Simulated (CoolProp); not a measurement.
1000 sccm (0 °C, 1 atm) of nitrogen bubbles through liquid n-perfluorohexane at 283 K and leaves saturated at a total pressure of 0.15 MPa (ideal gas phase). Each further row changes one setting.

Computed with CoolProp (reference Helmholtz-energy equation of state, Gao 2022).

```json
[
 {"case": "as stated", "vapour pressure (kPa)": "14.5", "mole fraction of vapour": "[?]", "delivery (mg/min)": "1610", "delivery (sccm)": "[?]", "change of delivery for a bath 1 K warmer (%)": "[?]"},
 {"case": "bath temperature 288 K", "vapour pressure (kPa)": "[?]", "mole fraction of vapour": "0.123", "delivery (mg/min)": "2120", "delivery (sccm)": "[?]", "change of delivery for a bath 1 K warmer (%)": "[?]"},
 {"case": "total pressure 0.3 MPa", "vapour pressure (kPa)": "14.5", "mole fraction of vapour": "0.0483", "delivery (mg/min)": "[?]", "delivery (sccm)": "[?]", "change of delivery for a bath 1 K warmer (%)": "5.4"}
]
```

Task: Some entries are withheld; supply them.

Result: 
- as stated, mole fraction of vapour: 0.0965
- as stated, delivery (sccm): 107
- as stated, change of delivery for a bath 1 K warmer (%): 5.7
- bath temperature 288 K, vapour pressure (kPa): 18.5
- bath temperature 288 K, delivery (sccm): 141
- bath temperature 288 K, change of delivery for a bath 1 K warmer (%): 5.6
- total pressure 0.3 MPa, delivery (mg/min): 765
- total pressure 0.3 MPa, delivery (sccm): 50.7
